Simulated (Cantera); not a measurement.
Mixture: H2 : O2 : N2 : NO = 1 : 0.98 : 3.69 : 0.0064 (molar parts), at 5.00 bar, adiabatic and at constant volume. Ignition delay is the time to a rise of 400 K.

Computed with Cantera and GRI-Mech 3.0 (53 species, 325 reactions). The hydrogen kinetics of GRI-Mech 3.0 are dated; newer H2 mechanisms differ, most at raised pressure. The mechanism lacks 2 NO + O2 → 2 NO2 and HONO, so NO2 and the effect of NO are under-described below about 1400 K. Below about 950 K walls govern HO2 and H2O2 in real vessels.

**Question.** What does this change do: pressure from 5.00 bar to 1.00 bar?

**Answer.** 
```json
[
 {"quantity": "delay at 900 K", "before": "1.32 ms", "after": "0.878 ms"},
 {"quantity": "delay at 975 K", "before": "0.409 ms", "after": "0.292 ms"},
 {"quantity": "delay at 1050 K", "before": "0.118 ms", "after": "0.130 ms"},
 {"quantity": "delay at 1125 K", "before": "35.5 µs", "after": "73.0 µs"},
 {"quantity": "delay at 1200 K", "before": "14.3 µs", "after": "47.6 µs"},
 {"quantity": "delay at 1275 K", "before": "7.91 µs", "after": "34.2 µs"},
 {"quantity": "delay at 1350 K", "before": "5.23 µs", "after": "26.5 µs"}
]
```

**Question.** What does this change do: O2 0.98 to 0.3 parts?

**Answer.** 
```tsv
quantity	before	after
delay at 900 K	1.32 ms	1.24 ms
delay at 975 K	0.409 ms	0.445 ms
delay at 1050 K	0.118 ms	0.149 ms
delay at 1125 K	35.5 µs	57.9 µs
delay at 1200 K	14.3 µs	28.0 µs
delay at 1275 K	7.91 µs	16.6 µs
delay at 1350 K	5.23 µs	11.2 µs
apparent activation energy between 1200 and 1350 K	90 kJ/mol	82 kJ/mol
```
